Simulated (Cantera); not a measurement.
Feed: 1 mol PbO, 0.8 mol C, 8.4 mol H2, held at 100 Torr.

Cantera equilibrium calculation (NASA polynomials, part measured and part estimated; ideal gas, pure solids and liquids). Candidate condensed phases: C, C6H6, C7H8, C8H18, H2O, Pb, PbO, PbO2, Pb3O4; 113 gas species. Equilibrium is a limit: real reactors are often held back by kinetics, nucleation or transport. All values below are at 1750 K.

Base state: H2 0.804, Pb 0.0980, CO 0.0779, H2O 0.0191, H 0.000571, CO2 0.000511, Pb2 1.07e-5 (mole fractions); condensed: gas only.

Problem. What changes in the equilibrium state with this change: PbO replaced by SiO2?

Solution. 
```json
[
 {"species": "H2", "before": "0.804", "after": "0.839"},
 {"species": "SiO", "before": "0", "after": "0.0800"},
 {"species": "CO", "before": "0.0779", "after": "0.0800"},
 {"species": "Pb", "before": "0.0980", "after": "0"},
 {"species": "H2O", "before": "0.0191", "after": "6.32e-5"},
 {"species": "Pb2", "before": "1.07e-5", "after": "0"},
 {"species": "CO2", "before": "0.000511", "after": "1.66e-6"},
 {"species": "H", "before": "0.000571", "after": "0.000584"},
 {"species": "SiO2(condensed), mol", "before": "0", "after": "0.199"}
]
```
The tables hold silica as quartz up to 1696 K and as liquid above; real silica turns to tridymite and cristobalite and melts near 1996 K. Further candidate phases: Si, SiC, SiO2.

Problem. What changes in the equilibrium state with this change: C from 0.8 to 4.3 mol?

Solution. 
```csv
species,before,after
H2,0.804,0.807
CO,0.0779,0.0961
Pb,0.0980,0.0961
H2O,0.0191,3.81e-6
C2H2 (acetylene),<1e-9,9.27e-5
CH4,1.27e-8,7.93e-5
CO2,0.000511,1.25e-7
Pb2,1.07e-5,1.03e-5
"C(graphite), mol",0,3.30
```
